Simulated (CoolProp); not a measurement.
Vapour-liquid equilibrium of R22 (1) + R113 (2) at 0.221 MPa; x and y are mole fractions of (1).

The numbers come from the multi-fluid Helmholtz-energy mixture model, Kamei 1995 and Marx 1992; pair parameters Bell 2016 in CoolProp.

```
x     bubble temperature (K)  y at the bubble point  dew temperature at overall composition x (K)  liquid density (mol/L)
----  ----------------------  ---------------------  --------------------------------------------  ----------------------
0.05                   327.1                  0.445                                         344.6              (withheld)
0.2                    290.9                  0.868                                         338.7              (withheld)
0.35                   274.1                  0.947                                         332.0                   10.19
0.5                    265.1             (withheld)                                         324.0                   11.18
0.65              (withheld)                  0.984                                         314.0                   12.27
0.8                    255.5             (withheld)                                    (withheld)                   13.54
0.95                   251.8                  0.998                                         273.3                   15.08
```

Question: Some entries are withheld; supply them.

Answer: 
- 0.05, liquid density (mol/L): 8.131
- 0.2, liquid density (mol/L): 9.229
- 0.5, y at the bubble point: 0.972
- 0.65, bubble temperature (K): 259.6
- 0.8, y at the bubble point: 0.991
- 0.8, dew temperature at overall composition x (K): 300.1

No azeotrope shows between x = 0.05 and 0.95.

Pair parameters are fitted to limited data, so mixtures are less certain than the pure fluids. The gap from Raoult's law changes sign with composition, which may be real or a fault of the pair parameters; it wasn't checked against measurements.
